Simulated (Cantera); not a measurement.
**NO annealing gas**

An isothermal, constant-pressure homogeneous reactor starts with 20.8 % NO, 79.2 % N2, at 1725 K and 100.0 Torr.

Cantera simulation using GRI-Mech 3.0 (53 species, 325 reactions); the numbers are that mechanism's predictions, not measurements.

```json
[
 {"t (s)": "3.00e-5", "x NO": "0.208", "x O": "1.98e-8", "x N2O": "1.99e-8", "x NO2": "1.55e-10", "x O2": "2.69e-12"},
 {"t (s)": "0.000135", "x NO": "0.208", "x O": "8.66e-8", "x N2O": "8.92e-8", "x NO2": "3.06e-9", "x O2": "5.35e-11"},
 {"t (s)": "0.000605", "x NO": "0.208", "x O": "3.51e-7", "x N2O": "3.97e-7", "x NO2": "5.58e-8", "x O2": "1.02e-9"},
 {"t (s)": "0.00272", "x NO": "0.208", "x O": "1.12e-6", "x N2O": "1.71e-6", "x NO2": "7.72e-7", "x O2": "1.86e-8"},
 {"t (s)": "0.0122", "x NO": "0.208", "x O": "3.18e-6", "x N2O": "6.43e-6", "x NO2": "5.97e-6", "x O2": "5.10e-7"},
 {"t (s)": "0.0548", "x NO": "0.208", "x O": "7.52e-6", "x N2O": "1.48e-5", "x NO2": "1.92e-5", "x O2": "1.80e-5"},
 {"t (s)": "0.246", "x NO": "0.208", "x O": "8.30e-6", "x N2O": "1.66e-5", "x NO2": "2.15e-5", "x O2": "0.000155"},
 {"t (s)": "1.10", "x NO": "0.207", "x O": "9.25e-6", "x N2O": "1.63e-5", "x NO2": "2.43e-5", "x O2": "0.000782"},
 {"t (s)": "4.96", "x NO": "0.201", "x O": "1.26e-5", "x N2O": "1.54e-5", "x NO2": "3.37e-5", "x O2": "0.00358"},
 {"t (s)": "22.3", "x NO": "0.177", "x O": "2.15e-5", "x N2O": "1.17e-5", "x NO2": "5.33e-5", "x O2": "0.0154"},
 {"t (s)": "100", "x NO": "0.105", "x O": "3.69e-5", "x N2O": "4.04e-6", "x NO2": "5.62e-5", "x O2": "0.0514"}
]
```
x: mole fraction; the columns are a selection and need not sum to one.

Equilibrium at this temperature and pressure: NO 0.00239, O 5.13e-5, N2O 5.40e-8, NO2 1.80e-6, O2 0.103 (gas phase only).
